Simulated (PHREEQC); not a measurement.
A PHREEQC input (ion-association model, phreeqc.dat):

```
SOLUTION 1
  temp 20
  units mg/L
  pH 5.64
  pe 11.7
  Na 2.83
  K 6.84
  Ca 12.4
  Mg 0.525
  Cl 19.6
  S(6) 9.47 as SO4
  Alkalinity 15.4 as HCO3
  Li 0.0152
  Cd 0.0468
  Pb 2.89
  B 0.0113
END
USE solution 1
EQUILIBRUM_PHASES 1
  Quartz 0 0.5
  CO2(g) -2 10
END
```

The run finishes with these warnings:
```
WARNING: Unknown input, no keyword has been specified.
WARNING: 	  Quartz 0 0.5
WARNING: 	  CO2(g) -2 10
```

Its last state differs from that of the intended input:

```json
[
 {"quantity": "pH", "as run": "5.64", "intended": "6.16"},
 {"quantity": "ionic strength (mol/kgw)", "as run": "0.00142", "intended": "0.00141"},
 {"quantity": "CO2 (mol/kgw)", "as run": "0.00133", "intended": "0.000391"},
 {"quantity": "PbCO3 (mol/kgw)", "as run": "7.00e-7", "intended": "2.04e-6"},
 {"quantity": "PbOH+ (mol/kgw)", "as run": "8.08e-8", "intended": "2.39e-7"},
 {"quantity": "CO3-2 (mol/kgw)", "as run": "5.21e-9", "intended": "1.71e-8"},
 {"quantity": "SI of Cerussite (PbCO3)", "as run": "-0.20", "intended": "+0.26"},
 {"quantity": "SI of Pb(OH)2 (Pb(OH)2)", "as run": "-2.09", "intended": "-1.09"}
]
```

The fault: the keyword misspelt. The line should read `EQUILIBRIUM_PHASES 1` where the input has `EQUILIBRUM_PHASES 1`.
